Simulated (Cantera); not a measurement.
A closed system holds: 1 mol Pb, 1.6 mol O2, 2.2 mol H2, equilibrated at 475 °C and 9.90 bar.

These are equilibrium values from Cantera (NASA tables, ideal gas, pure condensed phases), not measurements of a reactor. Candidate condensed phases: H2O, Pb, PbO, PbO2, Pb3O4; 12 gas species. Rates play no part.

Base state: H2O 1.00 (mole fractions); condensed: PbO(red).

Question: What changes in the equilibrium state with this change: O2 from 1.6 to 0.21 mol?

Answer: 
| species | before | after |
|---|---|---|
| H2 | <1e-9 | 0.809 |
| H2O | 1.00 | 0.191 |
| PbO(red), mol | 1.00 | 0 |
| Pb(l), mol | 0 | 1.00 |
